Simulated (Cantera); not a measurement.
Feed: 1 mol FeS, 0.33 mol H2, at 1773 K and 2.60 mbar.

Method: chemical equilibrium by Gibbs-energy minimisation in Cantera with the NASA 1993 tables (ideal gas, pure condensed phases). Candidate condensed phases: Fe, FeS, FeS2, S; 8 gas species. Metal and sulfide melt together well below either melting point, which pure phases cannot show. Mutual solubility and eutectic melting of coexisting phases are not modelled. FeS: taken at fixed stoichiometry. Kinetics and transport are ignored.

Base state: H2 0.819, S2 0.132, H2S 0.0180, SH 0.0133, Fe 0.00761, H 0.00505, S 0.00425 (mole fractions); condensed: Fe(δ) + FeS(l).

Q: What changes in the equilibrium state with this change: temperature from 1773 K to 1000 K?

A: 
| species | before | after |
|---|---|---|
| H2 | 0.819 | 0.999 |
| H2S | 0.0180 | 0.00110 |
| SH | 0.0133 | 1.30e-7 |
| S2 | 0.132 | 2.53e-8 |
| Fe | 0.00761 | <1e-9 |
| S | 0.00425 | <1e-9 |
| H | 0.00505 | 4.45e-8 |
| Fe(δ), mol | 0.114 | 0 |
| FeS(l), mol | 0.883 | 0 |
| Fe(α), mol | 0 | 0.000363 |
| FeS(s), mol | 0 | 1.000 |

Q: What changes in the equilibrium state with this change: FeS replaced by Nb2O5?

A: 
```tsv
species	before	after
H2	0.819	0.806
H2O	0	0.189
H	0.00505	0.00501
S2	0.132	0
H2S	0.0180	0
SH	0.0133	0
NbO2	0	2.32e-5
Fe	0.00761	0
S	0.00425	0
OH	0	7.29e-5
Fe(δ), mol	0.114	0
FeS(l), mol	0.883	0
NbO2(s), mol	0	0.125
Nb2O5(s), mol	0	0.937
```
Condensed phases not in the tables: the oxides between NbO2 and Nb2O5. Further candidate phases: H2O, Nb, NbO, NbO2, Nb2O5.

Q: What changes in the equilibrium state with this change: FeS replaced by PbS?

A: 
```json
[
 {"species": "Pb", "before": "0", "after": "0.323"},
 {"species": "PbS", "before": "0", "after": "0.307"},
 {"species": "H2", "before": "0.819", "after": "0.198"},
 {"species": "H2S", "before": "0.0180", "after": "0.00470"},
 {"species": "SH", "before": "0.0133", "after": "0.00706"},
 {"species": "S2", "before": "0.132", "after": "0.153"},
 {"species": "Fe", "before": "0.00761", "after": "0"},
 {"species": "H", "before": "0.00505", "after": "0.00248"},
 {"species": "S", "before": "0.00425", "after": "0.00457"},
 {"species": "Fe(δ), mol", "before": "0.114", "after": "0"},
 {"species": "FeS(l), mol", "before": "0.883", "after": "0"}
]
```
Further candidate phases: Pb, PbS.
